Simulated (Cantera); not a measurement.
Charge: 1 mol B, 2.9 mol NH₃, held at 35000 Pa.

These are equilibrium values from Cantera (NASA tables, ideal gas, pure condensed phases), not measurements of a reactor. Candidate condensed phases: B, BN; 15 gas species. The numbers say what is thermodynamically allowed, not how fast it happens. All values below are at 1450 K.

Base state: H₂ 0.821, N₂ 0.179, H 1.45e-5 (mole fractions); condensed: BN(s).

**Question.** What changes in the equilibrium state with this change: NH₃ from 2.9 to 0.21 mol?

**Answer.** 
```
species      before    after
----------  -------  -------
H₂            0.821    1.000
H           1.45e-5  1.60e-5
N₂            0.179  3.91e-9
BN(s), mol     1.00    0.210
B(s), mol         0    0.790
```
Mutual solubility and eutectic melting of coexisting phases are not modelled.
